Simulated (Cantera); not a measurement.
An isothermal plug-flow reactor at 1000 K and 140000 Pa (inlet), inlet velocity 1.5 m/s, active area per volume 100 1/m; feed 2.89 % H₂, 1.21 % O₂, 95.2 % N₂, 0.699 % H₂O.

Cantera simulation using Deutschmann's 1995 Pt surface mechanism with GRI-Mech 3.0 gas chemistry; the numbers are that mechanism's predictions, not measurements. Catalytic surfaces can have several steady states; this one follows from the mechanism file's or the stated starting coverage. Mass transfer to the wall is taken as infinitely fast.

x: gas mole fraction; θ: surface coverage.

```json
[
 {"z (m)": "9.9e-05", "x H₂": "0.0276", "x O₂": "0.0114", "x H₂O": "0.00833", "θ free Pt": "0.987", "θ H*": "0.0131"},
 {"z (m)": "0.00021", "x H₂": "0.0262", "x O₂": "0.0107", "x H₂O": "0.00974", "θ free Pt": "0.987", "θ H*": "0.0128"},
 {"z (m)": "0.00046", "x H₂": "___", "x O₂": "___", "x H₂O": "___", "θ free Pt": "0.988", "θ H*": "0.0121"},
 {"z (m)": "0.00099", "x H₂": "0.0185", "x O₂": "0.00684", "x H₂O": "0.0176", "θ free Pt": "0.989", "θ H*": "0.0109"},
 {"z (m)": "0.0021", "x H₂": "0.0121", "x O₂": "0.00360", "x H₂O": "0.0242", "θ free Pt": "0.991", "θ H*": "0.00897"},
 {"z (m)": "0.0046", "x H₂": "0.00654", "x O₂": "0.000832", "x H₂O": "0.0298", "θ free Pt": "0.993", "θ H*": "0.00691"},
 {"z (m)": "0.0099", "x H₂": "___", "x O₂": "___", "x H₂O": "0.0314", "θ free Pt": "0.994", "θ H*": "___"}
]
```

**Question.** Some entries are withheld; supply them.

**Answer.** 
- 0.00046, x H₂: 0.0234
- 0.00046, x O₂: 0.00927
- 0.00046, x H₂O: 0.0126
- 0.0099, x H₂: 0.00495
- 0.0099, x O₂: 3.67e-5
- 0.0099, θ H*: 0.00619
